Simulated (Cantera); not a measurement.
Input: 1 mol B, 1.1 mol O2, 78 mol H2, equilibrated at 81.0 mbar.

These are equilibrium values from Cantera (NASA tables, ideal gas, pure condensed phases), not measurements of a reactor. Candidate condensed phases: B, B2O3, B3O3H3, H2O; 23 gas species. Gases not in the tables: H3BO3. The numbers say what is thermodynamically allowed, not how fast it happens.

Task: Which condensed phases are stable at each of these points (T (K)): 750, 850, 950, 1050, 1150, 1250, 1350, 1450, 1550, 1650, 1750, 1850, 1950, 2050?

Result: 
```csv
T (K),condensed phases,B condensed (%)
750,B2O3(l),99.2
850,B2O3(l),99.6
950,B2O3(l),99.8
1050,B2O3(l),99.7
1150,B2O3(l),98.9
1250,B2O3(l),95.7
1350,B2O3(l),86.0
1450,B2O3(l),61.7
1550,B2O3(l),5.5
1650,gas only,0.0
1750,gas only,0.0
1850,gas only,0.0
1950,gas only,0.0
2050,gas only,0.0
```

From 750 K to 1550 K the condensed part is B2O3(l). From 1650 K to 2050 K nothing is condensed.
